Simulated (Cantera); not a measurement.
A jet of H2 : O2 : N2 = 0.014 : 0.2 : 0.79 (molar parts), equivalence ratio 0.035 at 300 K and 25000 Pa hits a platinum plate 6.2 cm away at a mass flux of 0.083 kg/m²/s; the plate temperature is set and raised in steps from an oxygen-covered start.

Computed with Cantera and Deutschmann's 1995 Pt surface mechanism with GRI-Mech 3.0 gas chemistry. Catalytic surfaces can have several steady states; this one follows from the mechanism file's or the stated starting coverage.

One state of this run: wall x H2 = 0.00150; wall x O2 = 0.186; wall x H2O = 0.0238; wall x OH = <1e-8; θ free Pt = 0.0199; θ O* = 0.978; θ OH* = 0.00213. x: mole fraction at the wall; θ: surface coverage.

Question: Which value of plate T (K) does it belong to?
(A) 800
(B) 500
(C) 700
(D) 550

Answer: C, 700
